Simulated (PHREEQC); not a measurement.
Make-up at 25 °C: 0.007 mol/kgw NH4HF2, 0.063 mol/kgw H2SiF6, 0.11 mol/kgw H3PO4 and 0.135 mol/kgw HCl. Closed to the air; pH follows from the charge balance.

Model: ion-association model, phreeqc.dat, run in PHREEQC.

This is a speciation only: nothing precipitates in the calculation.

Question: Estimate the pH, density.

Answer: pH 0.69; density 1.011 g/cm³.

Question: In which forms is F present?

Answer: SiF6-2 96 %, HF 3.9 % of the F.

Saturation is exceeded, for instance for Quartz (slow to form); the values hold only as long as no solid forms. Complexes and solids missing from the database can't appear. SiF6-2 is the database's only silicon fluoride.
